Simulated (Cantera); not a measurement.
An adiabatic, constant-pressure homogeneous reactor starts with CH₄ : O₂ : N₂ = 1 : 1.54 : 5.78 (molar parts), equivalence ratio 1.3, at 998 K and 1.01 bar. Integrator tolerance rtol = 1e-08.

Cantera simulation using GRI-Mech 3.0 (53 species, 325 reactions); the numbers are that mechanism's predictions, not measurements. Below about 1000 K GRI-Mech 3.0 lacks low-temperature oxidation paths.

Question: What does this change do: 0.14 parts C2H6 added?

Answer: 
```csv
quantity,before,after
time of steepest temperature rise,1.31 s,0.108 s
temperature at 9.00 s,2516 K,2349 K
equilibrium temperature,2516 K,2349 K
x(CH₄) at 9.00 s,<1e-12 (gas-phase equilibrium <1e-12),3.52e-12 (gas-phase equilibrium 3.99e-12)
x(O₂) at 9.00 s,0.000800 (gas-phase equilibrium 0.000800),2.08e-5 (gas-phase equilibrium 2.08e-5)
x(O) at 9.00 s,0.000443 (gas-phase equilibrium 0.000443),2.99e-5 (gas-phase equilibrium 2.99e-5)
x(NO₂) at 9.00 s,7.23e-8 (gas-phase equilibrium 7.23e-8),1.60e-9 (gas-phase equilibrium 1.60e-9)
x(HCN) at 9.00 s,5.20e-9 (gas-phase equilibrium 5.20e-9),3.20e-8 (gas-phase equilibrium 3.20e-8)
```

Question: What does this change do: initial temperature 998 to 1525 K?

Answer: 
```tsv
quantity	before	after
time of steepest temperature rise	1.31 s	1.01 ms
temperature at 9.00 s	2516 K	2762 K
equilibrium temperature	2516 K	2762 K
x(CH₄) at 9.00 s	<1e-12 (gas-phase equilibrium <1e-12)	<1e-12 (gas-phase equilibrium <1e-12)
x(O₂) at 9.00 s	0.000800 (gas-phase equilibrium 0.000800)	0.00447 (gas-phase equilibrium 0.00447)
x(O) at 9.00 s	0.000443 (gas-phase equilibrium 0.000443)	0.00312 (gas-phase equilibrium 0.00312)
x(NO₂) at 9.00 s	7.23e-8 (gas-phase equilibrium 7.23e-8)	4.69e-7 (gas-phase equilibrium 4.69e-7)
x(HCN) at 9.00 s	5.20e-9 (gas-phase equilibrium 5.20e-9)	7.33e-9 (gas-phase equilibrium 7.33e-9)
```
